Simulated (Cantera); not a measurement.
Cantera run:

```python
import numpy as np
import cantera as ct

gas_names = """
    CL CL2 H HCL H2 Sr SrCL SrCL2
""".split()
cond_names = """
    Sr(a) Sr(b) Sr(L) SrCL2(a) SrCL2(b) SrCL2(L)
""".split()


# ... load() reads the species with a 1 bar reference pressure and builds the phases ...
atoms = {
    'SrCl2': {'Sr': 1, 'CL': 2},
    'H2': {'H': 2},
}
top_T = {}  # K; cautious upper limits of use, not melting points


# ... equilibrate(T, P, feed) seeds the gas with the atoms and calls Mixture.equilibrate('TP', solver="vcs", rtol=1e-11, max_steps=5000) ...
results = []
feed = {'SrCl2': 1, 'H2': 41}  # mol
P = 1333.22  # Pa
for T in [1098, 1148, 1198, 1248, 1298, 1348, 1398, 1448, 1498, 1548, 1598, 1648, 1698, 1748]:
    mix = equilibrate(T, P, feed)
    results.append((T, P, feed, dict(zip(mix.species_names, mix.species_moles))))

top = {s: max(r[3][s] / sum(r[3][g] for g in gas_names) for r in results) for s in gas_names}
cols = sorted((s for s in top if top[s] > 0.0001), key=lambda s: -top[s])[:7]
seen = [c for c in cond_names if any(r[3].get(c, 0) > 1e-12 for r in results)]
print("log10 of partial pressures in bar; condensed amounts in mol")
print(f"{'T/K':>10s}" + "".join(f"{s[:9]:>10s}" for s in cols + seen))
for T, P, feed, n in results:
    ng = sum(n[g] for g in gas_names)
    print(f"{T:10.4g}" + "".join(f"{np.log10(max(n[s] / ng * P / 1e5, 1e-99)):10.3f}" for s in cols)
          + "".join(f"{n.get(c, 0):10.4g}" for c in seen))
```

It prints:

```
log10 of partial pressures in bar; condensed amounts in mol
       T/K        H2     SrCL2       HCL         H      SrCL        Sr  SrCL2(b)  SrCL2(L)
      1098    -1.875    -7.171    -8.507    -8.544    -8.981    -8.985    0.9998         0
      1148    -1.875    -6.507    -7.958    -8.082    -8.341    -8.490         0     0.999
      1198    -1.875    -5.933    -7.465    -7.659    -7.780    -8.053         0    0.9963
      1248    -1.875    -5.410    -7.010    -7.268    -7.270    -7.657         0    0.9878
      1298    -1.876    -4.930    -6.589    -6.908    -6.804    -7.299         0    0.9632
      1348    -1.876    -4.490    -6.199    -6.574    -6.377    -6.972         0    0.8986
      1398    -1.878    -4.084    -5.836    -6.264    -5.985    -6.674         0    0.7412
      1448    -1.882    -3.710    -5.499    -5.976    -5.624    -6.401         0    0.3821
      1498    -1.886    -3.505    -5.248    -5.708    -5.369    -6.164         0         0
      1548    -1.886    -3.508    -5.098    -5.455    -5.237    -5.963         0         0
      1598    -1.886    -3.512    -4.958    -5.217    -5.115    -5.776         0         0
      1648    -1.886    -3.516    -4.826    -4.994    -5.002    -5.602         0         0
      1698    -1.887    -3.522    -4.701    -4.783    -4.897    -5.441         0         0
      1748    -1.887    -3.529    -4.584    -4.585    -4.800    -5.290         0         0
```

Equilibrium computed with Cantera from the NASA thermochemical tables; the gas is ideal and each condensed phase is pure.
